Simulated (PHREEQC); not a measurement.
Solution (20 °C): 0.0013 mol HCl and 0.035 mol MnSO4 per kg of water. Closed to the air; pH follows from the charge balance.

Equilibrium calculation in PHREEQC: ion-association model, phreeqc.dat.

### Question
The ionic strength comes out as 0.0900 mol/kgw. What activity coefficients do MnCl+, Cl-, Mn+2, SO4-2, HSO4- get?

### Answer
MnCl+ 0.79, Cl- 0.78, Mn+2 0.41, SO4-2 0.39, HSO4- 0.79.

No solid was allowed to form.
